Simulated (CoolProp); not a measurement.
Vapour-liquid equilibrium of n-octane (1) + m-xylene (2) at 6.1 bar; x and y are mole fractions of (1).

Values from CoolProp's multi-fluid Helmholtz-energy mixture model, Beckmüller 2019 and Zhou 2012; pair parameters Bell 2016.

```csv
x,"bubble temperature, mixture model (K)","bubble temperature, Raoult's law (K)","y, mixture model","y, Raoult's law"
0.05,493.4,493.6,0.065,0.065
0.125,491.8,492.3,0.158,0.159
0.2,490.3,491.0,0.246,0.249
0.275,488.9,489.7,0.329,0.335
0.35,487.6,488.4,0.408,0.418
0.425,486.4,487.2,0.484,0.496
0.5,485.2,486.0,0.557,0.572
0.575,484.0,484.8,0.628,0.644
0.65,483.0,483.7,0.697,0.713
0.725,481.9,482.5,0.764,0.779
0.8,481.0,481.4,0.829,0.843
0.875,480.0,480.4,0.894,0.904
0.95,479.2,479.3,0.958,0.962
```

The largest gap from Raoult's law is -0.8 K in bubble temperature, at x = 0.425. No azeotrope shows between x = 0.05 and 0.95.

Pair parameters are fitted to limited data, so mixtures are less certain than the pure fluids.
